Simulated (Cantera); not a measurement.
A closed system holds: 1 mol PbCl₂, 1.1 mol H₂, 10 mol N₂, held at 1550 °C and 218 Torr.

Method: chemical equilibrium by Gibbs-energy minimisation in Cantera with the NASA 1993 tables (ideal gas, pure condensed phases). Candidate condensed phases: NH₄Cl, Pb, PbCl₂; 17 gas species. Rates play no part.

Base state: N₂ 0.783, HCl 0.104, PbCl 0.0407, H₂ 0.0340, Pb 0.0319, PbCl₂ 0.00569, Cl 0.000347, H 0.000148 (mole fractions); condensed: gas only.

### Question
What changes in the equilibrium state with this change: temperature from 1550 °C to 1300 °C?

### Answer
```
species    before    after
-------  --------  -------
N₂          0.783    0.791
HCl         0.104   0.0865
PbCl       0.0407   0.0466
Pb         0.0319   0.0199
H₂         0.0340   0.0437
PbCl₂     0.00569   0.0125
Cl       0.000347  2.49e-5
H        0.000148  1.58e-5
```

### Question
What changes in the equilibrium state with this change: pressure from 218 Torr to 0.00120 Torr?

### Answer
| species | before | after |
|---|---|---|
| N₂ | 0.783 | 0.709 |
| Cl | 0.000347 | 0.0886 |
| Pb | 0.0319 | 0.0708 |
| H | 0.000148 | 0.0537 |
| PbCl | 0.0407 | 0.000127 |
| HCl | 0.104 | 0.0531 |
| H₂ | 0.0340 | 0.0246 |
| PbCl₂ | 0.00569 | 2.51e-8 |
